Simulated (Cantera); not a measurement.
CHF3 + HCl (fluorocarbon and chlorocarbon gases)

Input: 1 mol CHF3, a varied amount of HCl, equilibrated at 2573.15 K and 10000 Pa.

These are equilibrium values from Cantera (NASA tables, ideal gas, pure condensed phases), not measurements of a reactor. Candidate condensed phases: C, C6H6, C7H8, C8H18; 118 gas species. Gases not in the tables: C2F6 and larger saturated fluorocarbons. The numbers say what is thermodynamically allowed, not how fast it happens.

```csv
n(HCl) (mol),x HF,x Cl,x CF2,x F,x CF4,x HCl,n C(graphite)
0.018,0.472,0.00826,0.268,0.197,0.0382,7.09e-5,0.304
0.028,0.473,0.0127,0.264,0.196,0.0373,0.000110,0.308
0.043,0.474,0.0193,0.260,0.194,0.0360,0.000170,0.314
0.065,0.476,0.0288,0.253,0.191,0.0342,0.000256,0.322
0.1,0.479,0.0431,0.243,0.187,0.0314,0.000395,0.336
0.15,0.484,0.0624,0.229,0.182,0.0279,0.000594,0.356
0.24,0.491,0.0940,0.206,0.172,0.0226,0.000958,0.392
0.36,0.500,0.131,0.178,0.161,0.0170,0.00146,0.439
0.56,0.514,0.182,0.140,0.142,0.0104,0.00236,0.519
0.85,0.531,0.241,0.0948,0.117,0.00480,0.00391,0.632
1.3,0.554,0.308,0.0445,0.0802,0.00105,0.00762,0.797
2,0.570,0.368,0.00387,0.0237,8.00e-6,0.0317,0.975
```
x: gas mole fraction; n: condensed amount in mol.

From 0.018 mol HCl to 2 mol HCl the condensed part is C(graphite). The main C-bearing gas is CF2 throughout. The share of C in condensed phases is highest at 2 mol HCl (97.5 %) and lowest at 0.018 mol HCl (30.4 %).
